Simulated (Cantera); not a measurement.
A closed system holds: 1 mol CH3Cl, 0.15 mol Si, equilibrated at 80.0 Pa.

Equilibrium computed with Cantera from the NASA thermochemical tables; the gas is ideal and each condensed phase is pure. Candidate condensed phases: C, C6H6, C7H8, C8H18, Si, SiC; 123 gas species. Ions and electrons are included (thermal ionisation). The tables' values for SiCl, SiCl3 are old estimates; treat these amounts as uncertain. Equilibrium is a limit: real reactors are often held back by kinetics, nucleation or transport.

x: gas mole fraction; n: condensed amount in mol.

```json
[
 {"T (°C)": "1727", "x H": "0.0411", "x H2": "0.511", "x HCl": "0.382", "x Cl": "0.0229", "x C": "3.81e-8", "x C3": "3.46e-8", "x SiCl2": "0.0376", "x Si": "0.00298", "x C2": "2.93e-9", "x e-": "1.44e-10", "x Si+": "5.73e-9", "n C(graphite)": "0.936", "n SiC(s)": "0.0621"},
 {"T (°C)": "2227", "x H": "0.411", "x H2": "0.213", "x HCl": "0.137", "x Cl": "0.186", "x C": "0.000208", "x C3": "0.000621", "x SiCl2": "0.000806", "x Si": "0.0369", "x C2": "5.72e-5", "x e-": "2.48e-7", "x Si+": "9.14e-7", "n C(graphite)": "0.918", "n SiC(s)": "0"},
 {"T (°C)": "2727", "x H": "0.635", "x H2": "0.0129", "x HCl": "0.00648", "x Cl": "0.217", "x C": "0.0322", "x C3": "0.0510", "x SiCl2": "6.95e-7", "x Si": "0.0274", "x C2": "0.0102", "x e-": "1.13e-5", "x Si+": "1.27e-5", "n C(graphite)": "0", "n SiC(s)": "0"},
 {"T (°C)": "3227", "x H": "0.590", "x H2": "0.000799", "x HCl": "0.000402", "x Cl": "0.197", "x C": "0.170", "x C3": "0.00348", "x SiCl2": "3.90e-9", "x Si": "0.0293", "x C2": "0.00853", "x e-": "0.000142", "x Si+": "0.000143", "n C(graphite)": "0", "n SiC(s)": "0"},
 {"T (°C)": "3727", "x H": "0.582", "x H2": "___", "x HCl": "___", "x Cl": "0.194", "x C": "0.193", "x C3": "___", "x SiCl2": "___", "x Si": "0.0282", "x C2": "___", "x e-": "___", "x Si+": "___", "n C(graphite)": "0", "n SiC(s)": "0"},
 {"T (°C)": "4227", "x H": "0.580", "x H2": "___", "x HCl": "___", "x Cl": "0.193", "x C": "0.193", "x C3": "___", "x SiCl2": "___", "x Si": "___", "x C2": "___", "x e-": "___", "x Si+": "___", "n C(graphite)": "0", "n SiC(s)": "0"},
 {"T (°C)": "4727", "x H": "0.577", "x H2": "6.43e-6", "x HCl": "3.36e-6", "x Cl": "0.192", "x C": "0.192", "x C3": "4.92e-9", "x SiCl2": "<1e-12", "x Si": "0.0188", "x C2": "1.97e-5", "x e-": "0.0101", "x Si+": "0.0100", "n C(graphite)": "0", "n SiC(s)": "0"}
]
```

Problem. Some entries are withheld; supply them.

Solution. 
- 4227, x H2: 2.25e-5
- 4227, x HCl: 1.17e-5
- 4227, x C3: 1.81e-7
- 4227, x SiCl2: 3.69e-12
- 4227, x Si: 0.0254
- 4227, x C2: 0.000103
- 4227, x e-: 0.00361
- 4227, x Si+: 0.00360
- 3727, x H2: 0.000107
- 3727, x HCl: 5.47e-5
- 3727, x C3: 1.60e-5
- 3727, x SiCl2: 8.07e-11
- 3727, x C2: 0.000792
- 3727, x e-: 0.000887
- 3727, x Si+: 0.000888
